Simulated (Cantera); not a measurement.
A freely propagating, adiabatic, planar premixed flame of CO : H2 : CH4 : O2 : N2 = 1 : 0.26 : 0.31 : 0.893 : 3.36 (molar parts), equivalence ratio 1.4, unburnt at 475 K and 390000 Pa; unity-Lewis-number transport, grid criteria slope 0.08 and curve 0.16, no radiation.

Computed with Cantera and GRI-Mech 3.0 (53 species, 325 reactions). Unity Lewis numbers drop preferential diffusion, which matters most where H2 and H carry the flame. Burning velocities carry a grid error of a few per cent, more on coarse grids.

Predict: laminar burning velocity; thermal thickness; peak x(HCN); peak x(C2H4); peak x(HO2).


| Property | Value |
|---|---|
| laminar burning velocity | 75.6 cm/s |
| thermal thickness | 0.0977 mm |
| peak x(HCN) | 2.82e-6 |
| peak x(C2H4) | 9.01e-5 |
| peak x(HO2) | 0.000190 |
